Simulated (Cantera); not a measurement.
Charge: 1 mol C, 0.043 mol CO2, 0.86 mol H2, at 45.0 Pa.

Cantera equilibrium calculation (NASA polynomials, part measured and part estimated; ideal gas, pure solids and liquids). Candidate condensed phases: C, C6H6, C7H8, C8H18, H2O; 110 gas species. The numbers say what is thermodynamically allowed, not how fast it happens. All values below are at 1048 K.

Base state: H2 0.909, CO 0.0909, CH4 2.17e-5 (mole fractions); condensed: C(graphite).

**Question.** What changes in the equilibrium state with this change: C replaced by CH3OH?

**Answer.** 
```tsv
species	before	after
H2	0.909	0.725
CO	0.0909	0.264
H2O	6.95e-6	0.00769
CO2	8.25e-7	0.00332
CH4	2.17e-5	2.89e-8
C(graphite), mol	0.957	0
```
